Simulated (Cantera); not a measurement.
Feed: 1 mol TiCl₄, 1.8 mol C₃H₈, held at 1348 K and 8700 Pa.

Cantera equilibrium calculation (NASA polynomials, part measured and part estimated; ideal gas, pure solids and liquids). Candidate condensed phases: C, C₆H₆, C₇H₈, C₈H₁₈, Ti, TiC, TiCl₂, TiCl₃, TiCl₄; 96 gas species. The tables' values for TiCl₂ are old estimates; treat these amounts as uncertain. TiC: taken at fixed stoichiometry. Kinetics and transport are ignored.

Base state: H₂ 0.634, HCl 0.334, TiCl₄ 0.0171, TiCl₃ 0.0143, CH₄ 0.000204, TiCl₂ 1.15e-5 (mole fractions); condensed: C(graphite) + TiC(s).

Task: What changes in the equilibrium state with this change: C₃H₈ from 1.8 to 0.73 mol?

Result: 
| species | before | after |
|---|---|---|
| H₂ | 0.634 | 0.448 |
| HCl | 0.334 | 0.419 |
| TiCl₄ | 0.0171 | 0.0849 |
| TiCl₃ | 0.0143 | 0.0474 |
| TiCl₂ | 1.15e-5 | 2.56e-5 |
| CH₄ | 0.000204 | 0.000102 |
| C(graphite), mol | 4.68 | 1.78 |
| TiC(s), mol | 0.718 | 0.413 |
